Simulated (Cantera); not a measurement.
A perfectly stirred reactor is fed with H₂ : O₂ : N₂ = 1.2 : 1 : 13 (molar parts), at 0.133 bar; it is held at 1325 K, and followed from long to short residence time.

Computed with Cantera and the H2/O2 subset of GRI-Mech 3.0, which has no nitrogen chemistry. The temperature is held fixed by assumption; the heat of reaction is taken as removed at once.

**Question.** What does this change do: H2 1.2 to 4.1 parts?

**Answer.** 
```tsv
quantity	before	after
x(H₂) at τ = 5.60 s	0.000112	0.122
x(O₂) at τ = 5.60 s	0.0273	1.35e-5
x(H₂O) at τ = 5.60 s	0.0819	0.117
x(OH) at τ = 5.60 s	0.000285	2.70e-5
x(HO₂) at τ = 5.60 s	5.58e-7	1.48e-9
x(H₂) at τ = 32.0 ms	0.00287	0.111
x(O₂) at τ = 32.0 ms	0.0282	0.000236
x(H₂O) at τ = 32.0 ms	0.0765	0.115
x(OH) at τ = 32.0 ms	0.00149	0.000350
x(HO₂) at τ = 32.0 ms	1.98e-6	2.58e-8
```
